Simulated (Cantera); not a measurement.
Input: 1 mol AlCl3, 17 mol N2, 270 mol H2, held at 0.00130 bar.

Cantera equilibrium calculation (NASA polynomials, part measured and part estimated; ideal gas, pure solids and liquids). Candidate condensed phases: Al, AlCl3, AlN, NH4Cl; 20 gas species. Rates play no part.

Which condensed phases are stable at each of these points (T (°C)): 352, 452, 552, 652, 752, 852, 952, 1052, 1152, 1252, 1352, 1452, 1552?


| T (°C) | condensed phases | Al condensed (%) |
|---|---|---|
| 352 | AlN(s) | 99.4 |
| 452 | AlN(s) | 99.2 |
| 552 | AlN(s) | 98.9 |
| 652 | AlN(s) | 98.7 |
| 752 | AlN(s) | 98.4 |
| 852 | AlN(s) | 98.1 |
| 952 | AlN(s) | 96.5 |
| 1052 | AlN(s) | 81.7 |
| 1152 | gas only | 0.0 |
| 1252 | gas only | 0.0 |
| 1352 | gas only | 0.0 |
| 1452 | gas only | 0.0 |
| 1552 | gas only | 0.0 |

From 352 °C to 1052 °C the condensed part is AlN(s). From 1152 °C to 1552 °C nothing is condensed.
